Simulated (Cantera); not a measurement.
A closed system holds: 1 mol Si, 0.0095 mol H2O, 6.5 mol N2, equilibrated at 0.590 bar.

Equilibrium computed with Cantera from the NASA thermochemical tables; the gas is ideal and each condensed phase is pure. Candidate condensed phases: H2O, Si, SiO2, Si2N2O, Si3N4; 35 gas species. Mutual solubility and eutectic melting of coexisting phases are not modelled. Equilibrium is a limit: real reactors are often held back by kinetics, nucleation or transport. All values below are at 1673 K.

Base state: N2 0.998, H2 0.00162 (mole fractions); condensed: Si2N2O(s) + Si3N4(s).

**Question.** What changes in the equilibrium state with this change: pressure from 0.590 bar to 1.90e-6 bar?

**Answer.** 
```tsv
species	before	after
N2	0.998	0.865
Si	1.00e-8	0.131
H	5.97e-6	0.00169
Si2	<1e-9	0.000299
Si2N	<1e-9	0.000119
Si3	<1e-9	4.40e-5
Si2N2O(s), mol	0.00946	0
Si3N4(s), mol	0.327	0
```
The tables' values for SiN are old estimates; treat these amounts as uncertain.
